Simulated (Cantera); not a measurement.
A Cantera script and its output.

```python
import numpy as np
import cantera as ct

gas = ct.Solution("gri30.yaml")
gas.TPX = 550, 1000000, {'C2H4': 1, 'O2': 7.14, 'N2': 26.9, 'H2O': 0.74}
inlet = ct.Reservoir(gas, clone=True)
gas.equilibrate("HP")  # start burning
reactor = ct.IdealGasConstPressureReactor(gas, energy="on", clone=False)
exhaust = ct.Reservoir(gas, clone=True)
tau = [0.081, 0.037, 0.017, 0.0074, 0.0034, 0.0015, 0.00068, 0.00031, 0.00014, 6.2e-05][0]
for a, b in ((inlet, reactor), (reactor, exhaust)):
    ct.MassFlowController(a, b, mdot=lambda t: reactor.mass / tau)
net = ct.ReactorNet([reactor])
show = ['C2H4', 'O2', 'CO', 'C2H6', 'H', 'N2O', 'CH3']

rows = []
print(f"{'tau/s':>10s}{'T/K':>9s}" + "".join(f"{s:>11s}" for s in show))
for tau in [0.081, 0.037, 0.017, 0.0074, 0.0034, 0.0015, 0.00068, 0.00031, 0.00014, 6.2e-05]:
    net.initial_time = 0.0
    net.advance(30 * tau)
    before = gas.X
    net.advance(40 * tau)
    drift = np.max(np.abs(gas.X - before) / (gas.X + 1e-9))
    rows.append([gas.T, *gas[show].X, drift])
    print(f"{tau:10.3e}{gas.T:9.1f}" + "".join(f"{x:11.3e}" for x in gas[show].X))
```

It prints:

```
     tau/s      T/K       C2H4         O2         CO       C2H6          H        N2O        CH3
 8.100e-02   1602.4  6.289e-06  1.158e-01  1.545e-04  9.278e-12  1.823e-07  1.040e-06  7.470e-08
 3.700e-02   1601.1  1.094e-05  1.158e-01  2.752e-04  3.526e-11  3.683e-07  1.529e-06  1.625e-07
 1.700e-02   1598.8  1.874e-05  1.160e-01  4.869e-04  1.303e-10  7.522e-07  2.185e-06  3.479e-07
 7.400e-03   1594.5  3.321e-05  1.162e-01  9.007e-04  5.212e-10  1.624e-06  2.988e-06  7.757e-07
 3.400e-03   1587.3  5.716e-05  1.166e-01  1.625e-03  1.934e-09  3.315e-06  3.584e-06  1.630e-06
 1.500e-03   1572.6  1.052e-04  1.175e-01  3.144e-03  8.472e-09  6.849e-06  3.686e-06  3.603e-06
 6.800e-04   1537.0  2.264e-04  1.197e-01  6.857e-03  5.662e-08  1.268e-05  2.923e-06  8.619e-06
 3.100e-04    550.0  2.795e-02  1.996e-01 -3.447e-15 -8.652e-19  6.254e-29 -1.851e-19  2.492e-24
 1.400e-04    550.0  2.795e-02  1.996e-01 -2.571e-16 -6.456e-20  6.278e-29 -1.381e-20  1.625e-24
 6.200e-05    550.0  2.795e-02  1.996e-01 -7.076e-20 -1.777e-23  6.060e-29 -3.800e-24  7.604e-25
```

Model: GRI-Mech 3.0 (53 species, 325 reactions), integrated in Cantera. GRI-Mech 3.0 was tuned for natural gas; its chemistry of ethylene as a main component is partial and can be far from experiment.
